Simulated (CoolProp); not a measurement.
Vapour-liquid equilibrium of carbon monoxide (1) + methane (2) at 318 kPa; x and y are mole fractions of (1).

The numbers come from the multi-fluid Helmholtz-energy mixture model, Lemmon 2006 and Setzmann 1991; pair parameters Kunz 2012 in CoolProp.

```tsv
x	bubble temperature, mixture model (K)	bubble temperature, Raoult's law (K)	y, mixture model	y, Raoult's law
0.05	122.1	122.3	0.320	0.331
0.15	113.3	114.6	0.668	0.658
0.25	107.4	109.3	0.817	0.804
0.35	103.4	105.5	0.887	0.880
0.45	100.7	102.5	0.925	0.923
0.55	98.7	100.1	0.947	0.951
0.65	97.2	98.2	0.962	0.969
0.75	96.0	96.5	0.973	0.982
0.85	94.9	95.1	0.983	0.991
0.95	93.8	93.8	0.994	0.997
```

The largest gap from Raoult's law is -2.1 K in bubble temperature, at x = 0.35. No azeotrope shows between x = 0.05 and 0.95.

Pair parameters are fitted to limited data, so mixtures are less certain than the pure fluids.
